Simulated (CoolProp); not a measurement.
Aqueous sodium chloride as a coolant, 19 % by mass, freezing at -15.2 °C, 1 atm.

Computed with CoolProp (Melinder's fits for secondary coolants).

| T (°C) | viscosity (mPa s) | density (kg/m³) | Prandtl number | cp (kJ/(kg K)) |
|---|---|---|---|---|
| -8.9 | 3.56 | 1152 | (withheld) | 3.391 |
| -5.7 | (withheld) | 1151 | 19.9 | 3.397 |
| -2.5 | 2.84 | 1150 | 17.7 | 3.404 |
| 0.7 | 2.55 | 1148 | 15.8 | 3.410 |
| 3.9 | 2.31 | 1147 | 14.2 | 3.415 |
| 7 | 2.10 | (withheld) | 12.9 | 3.420 |
| 10.2 | 1.92 | 1144 | 11.6 | 3.425 |
| 13.4 | 1.76 | 1143 | 10.6 | 3.429 |
| 16.6 | 1.62 | (withheld) | 9.66 | 3.433 |
| 19.8 | 1.49 | 1140 | 8.87 | 3.437 |
| 23 | (withheld) | 1138 | 8.18 | 3.440 |
| 26.2 | (withheld) | 1137 | 7.57 | 3.443 |
| 29.4 | 1.21 | 1135 | 7.04 | 3.445 |
| 32.5 | 1.15 | (withheld) | 6.59 | 3.447 |

Q: What belongs in the gaps?

A: 
- -8.9, Prandtl number: 22.5
- -5.7, viscosity (mPa s): 3.17
- 7, density (kg/m³): 1146
- 16.6, density (kg/m³): 1141
- 23, viscosity (mPa s): 1.39
- 26.2, viscosity (mPa s): 1.29
- 32.5, density (kg/m³): 1134
